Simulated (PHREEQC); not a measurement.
0.055 g of hydrous ferric oxide (600 m²/g; 0.2 weak and 0.005 strong sites per Fe, Dzombak-Morel constants, diffuse double layer) in 1 kg of water with 0.01 mol/kgw of an inert sodium salt, at 25 °C; the pH is set by adding NaOH or the inert anion's acid. O2 is buffered at 0.21 atm. No CO2 enters from the air. Nothing may precipitate in this run.

Base run: PHREEQC, ion-association model, wateq4f.dat. Each further column changes one thing. The table gives surface charge σ (C/m²).

```tsv
pH	base	background salt from 0.01 to 0.001 mol/kgw	oxide from 0.055 to 0.28 g/kgw	5.3e-05 mol/kgw MgCl2 added
3	0.324	0.253	0.325	0.325
3.67	0.255	0.152	0.256	0.256
4.33	0.178	0.090	0.179	0.179
5.67	0.066	0.026	0.067	0.067
6.33	0.036	…	0.036	0.036
7	0.017	0.006	0.017	0.017
7.67	0.006	…	0.006	0.006
8.33	-0.003	…	-0.003	…
9.67	-0.029	-0.010	-0.029	…
10.33	-0.055	-0.023	-0.055	…
11	-0.099	…	-0.099	-0.028
```

Problem. Complete the blanks.

Solution. 
- 6.33, background salt from 0.01 to 0.001 mol/kgw: 0.013
- 7.67, background salt from 0.01 to 0.001 mol/kgw: 0.002
- 8.33, background salt from 0.01 to 0.001 mol/kgw: -0.001
- 8.33, 5.3e-05 mol/kgw MgCl2 added: 0.000
- 9.67, 5.3e-05 mol/kgw MgCl2 added: -0.008
- 10.33, 5.3e-05 mol/kgw MgCl2 added: -0.015
- 11, background salt from 0.01 to 0.001 mol/kgw: -0.054

The oxide is taken as insoluble; below pH 4 it would dissolve.
